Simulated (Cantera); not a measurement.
Input (Python, Cantera):

```python
import numpy as np
import cantera as ct

gas = ct.Solution("h2o2.yaml")
gas.TPX = 325, 100000, {'H2': 1, 'O2': 0.658, 'N2': 2.04}
flame = ct.FreeFlame(gas, width=0.04)
flame.set_refine_criteria(ratio=3, slope=0.08, curve=0.16)
flame.transport_model = "mixture-averaged"
flame.solve(loglevel=0, auto=True)
z, T = flame.grid, flame.T
thick = (T[-1] - T[0]) / np.gradient(T, z).max()
show = ['H2', 'O2', 'H', 'HO2', 'H2O2', 'H2O']
print(f"laminar burning velocity  {flame.velocity[0] * 100:.3f} cm/s")
print(f"burnt temperature         {T[-1]:.1f} K")
print(f"thermal thickness         {thick * 1e3:.4f} mm")
print(f"grid points               {len(z)}")
z0 = z[flame.heat_release_rate.argmax()]
print(f"{'z/mm':>9s}{'T/K':>9s}{'u/(m/s)':>9s}" + "".join(f"{s:>11s}" for s in show))
rows = []
for k in (-3, -2, -1.5, -1, -0.5, -0.25, 0, 0.25, 0.5, 1, 2, 4, 8):
    zz = z0 + k * thick
    rows.append([k * thick, np.interp(zz, z, T), np.interp(zz, z, flame.velocity),
                 *(np.interp(zz, z, flame.X[gas.species_index(s)]) for s in show)])
    print(f"{rows[-1][0] * 1e3:9.3f}{rows[-1][1]:9.1f}{rows[-1][2]:9.3f}" + "".join(f"{x:11.3e}" for x in rows[-1][3:]))
```

Result:

```
laminar burning velocity  232.858 cm/s
burnt temperature         2279.7 K
thermal thickness         0.3260 mm
grid points               117
     z/mm      T/K  u/(m/s)         H2         O2          H        HO2       H2O2        H2O
   -0.978    325.0    2.329  2.704e-01  1.779e-01  7.479e-17  3.552e-12  4.776e-13  6.784e-11
   -0.652    325.0    2.329  2.704e-01  1.779e-01  5.587e-15  2.328e-10  3.225e-11  3.835e-09
   -0.489    325.0    2.328  2.703e-01  1.780e-01  2.786e-13  5.225e-09  7.349e-10  7.703e-08
   -0.326    325.3    2.328  2.694e-01  1.782e-01  3.864e-11  1.611e-07  2.350e-08  2.066e-06
   -0.163    347.0    2.446  2.567e-01  1.810e-01  4.780e-07  6.612e-05  1.050e-05  6.434e-04
   -0.081    612.2    4.149  2.124e-01  1.791e-01  1.413e-03  4.479e-04  1.081e-04  2.221e-02
    0.000   1081.4    7.090  1.340e-01  1.495e-01  1.444e-02  1.633e-04  2.576e-05  9.711e-02
    0.081   1421.6    9.222  6.202e-02  9.831e-02  2.838e-02  8.283e-05  5.790e-06  1.876e-01
    0.163   1609.5   10.397  3.273e-02  7.106e-02  2.939e-02  5.044e-05  2.986e-06  2.310e-01
    0.326   1795.4   11.508  2.286e-02  5.971e-02  2.130e-02  3.152e-05  1.384e-06  2.521e-01
    0.652   1963.2   12.462  1.813e-02  5.554e-02  1.228e-02  1.958e-05  7.186e-07  2.659e-01
    1.304   2101.7   13.220  1.243e-02  5.270e-02  5.876e-03  1.129e-05  4.448e-07  2.794e-01
    2.608   2198.9   13.736  7.295e-03  5.115e-02  2.366e-03  6.740e-06  3.195e-07  2.903e-01
```

Cantera simulation using the H2/O2 subset of GRI-Mech 3.0, which has no nitrogen chemistry; the numbers are that mechanism's predictions, not measurements. Burning velocities carry a grid error of a few per cent, more on coarse grids.
